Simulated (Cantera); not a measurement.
Charge: 1 mol Si₃N₄, 0.036 mol H₂O, 8.3 mol H₂, at 1923.15 K and 0.0410 bar.

Cantera equilibrium calculation (NASA polynomials, part measured and part estimated; ideal gas, pure solids and liquids). The tables' values for SiN are old estimates; treat these amounts as uncertain. Gases not in the tables: Si₂H₆ and higher silanes. Kinetics and transport are ignored.

```csv
species,before,after
H₂,0.799,0.796
N₂,0.192,0.192
H,0.00416,0.00708
Si,0.000415,0.00104
SiO,0.00346,0.00345
Si₂,3.54e-6,1.07e-5
SiH,6.14e-5,0.000128
SiN,1.16e-5,2.41e-5
Si₂N,1.64e-5,3.17e-5
SiH₂,5.39e-5,8.37e-5
"Si(l), mol",2.96,2.95
```
Gas species are given as mole fractions.

Problem. Name the change that produced these shifts.
(A) temperature from 1923.15 K to 1073.15 K
(B) pressure from 0.0410 bar to 0.000550 bar
(C) temperature from 1923.15 K to 1475 K
(D) temperature from 1923.15 K to 1998.15 K

Solution. D, temperature from 1923.15 K to 1998.15 K
